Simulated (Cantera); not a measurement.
Charge: 1 mol Si, a varied amount of Cl2, 17 mol H2, equilibrated at 550 K and 1950 Torr.

Equilibrium computed with Cantera from the NASA thermochemical tables; the gas is ideal and each condensed phase is pure. Candidate condensed phases: Si; 19 gas species. Kinetics and transport are ignored.

Question: Which condensed phases are stable at each of these points (n(Cl2) (mol)): 0.5, 0.72, 0.94, 1.2, 1.4, 1.6, 1.8, 2.1, 2.3, 2.5, 2.7?

Answer: 
| n(Cl2) (mol) | condensed phases | Si condensed (%) |
|---|---|---|
| 0.5 | Si(s) | 69.6 |
| 0.72 | Si(s) | 56.7 |
| 0.94 | Si(s) | 43.8 |
| 1.2 | Si(s) | 28.8 |
| 1.4 | Si(s) | 17.2 |
| 1.6 | Si(s) | 5.8 |
| 1.8 | gas only | 0.0 |
| 2.1 | gas only | 0.0 |
| 2.3 | gas only | 0.0 |
| 2.5 | gas only | 0.0 |
| 2.7 | gas only | 0.0 |

From 0.5 mol Cl2 to 1.6 mol Cl2 the condensed part is Si(s). From 1.8 mol Cl2 to 2.7 mol Cl2 nothing is condensed.
